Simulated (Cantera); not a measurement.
An isothermal, constant-pressure homogeneous reactor starts with CH4 : H2O : H2 = 1 : 1.6 : 0.17 (molar parts), at 1825 K and 4.93 atm. Integrator tolerance rtol = 1e-08.

Model: GRI-Mech 3.0 (53 species, 325 reactions), integrated in Cantera.

### Question
What does this change do: temperature 1825 to 1550 K?

### Answer
```csv
quantity,before,after
x(CH4) at 4.00 s,2.48e-6 (gas-phase equilibrium 2.30e-6),0.0957 (gas-phase equilibrium 3.23e-5)
x(H2O) at 4.00 s,0.117 (gas-phase equilibrium 0.117),0.263 (gas-phase equilibrium 0.114)
x(H2) at 4.00 s,0.673 (gas-phase equilibrium 0.673),0.496 (gas-phase equilibrium 0.676)
x(C2H6) at 4.00 s,<1e-12 (gas-phase equilibrium <1e-12),7.44e-5 (gas-phase equilibrium 6.35e-12)
x(C2H4) at 4.00 s,2.30e-11 (gas-phase equilibrium 1.98e-11),0.00496 (gas-phase equilibrium 3.14e-10)
x(CH3) at 4.00 s,1.21e-8 (gas-phase equilibrium 1.12e-8),3.90e-5 (gas-phase equilibrium 1.13e-8)
```
